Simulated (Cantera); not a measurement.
Cantera run:

```python
import numpy as np
import cantera as ct

gas_names = """
    HCL CL H2
""".split()
cond_names = """

""".split()


# ... load() reads the species with a 1 bar reference pressure and builds the phases ...
species = {s.name: s for s in load("nasa_gas.yaml", gas_names) + load("nasa_condensed.yaml", cond_names)}
# Each term lists the table entries of one substance; the one whose range holds T is used.
reactions = {
    '2 HCl(g) = 2 Cl(g) + H2(g)':
        [(-2, ['HCL']), (2, ['CL']), (1, ['H2'])],
}


def pick(names, T):
    return next(species[n] for n in names if species[n].thermo.min_temp <= T <= species[n].thermo.max_temp)


results = []
for label, terms in reactions.items():
    print(label)
    print("     T/K   dH/kJ  dS/(J/K)   dG/kJ   log10 K")
    for T in [300, 1273, 1423, 1573, 1723, 1873, 2023]:
        used = [(nu, pick(names, T)) for nu, names in terms]
        dH = sum(nu * s.thermo.h(T) for nu, s in used) / 1e6
        dS = sum(nu * s.thermo.s(T) for nu, s in used) / 1e3
        dG = dH - T * dS / 1e3
        logK = -dG * 1e6 / (ct.gas_constant * T * np.log(10))
        results.append((label, T, dH, dS, dG, logK, [s.name for _, s in used]))
        print(f"{T:8g} {dH:8.1f} {dS:8.1f} {dG:8.1f} {logK:8.2f}")
```

Result:

```
2 HCl(g) = 2 Cl(g) + H2(g)
     T/K   dH/kJ  dS/(J/K)   dG/kJ   log10 K
     300    427.2     87.3    401.0   -69.83
    1273    440.2    107.7    303.1   -12.44
    1423    441.5    108.7    286.8   -10.53
    1573    442.7    109.5    270.5    -8.98
    1723    443.7    110.1    254.0    -7.70
    1873    444.6    110.6    237.4    -6.62
    2023    445.5    111.1    220.8    -5.70
```

Cantera with NASA thermochemical tables; ideal gases at 1 bar, condensed phases pure. Condensed species are held in their standard states even where they would react or evaporate.
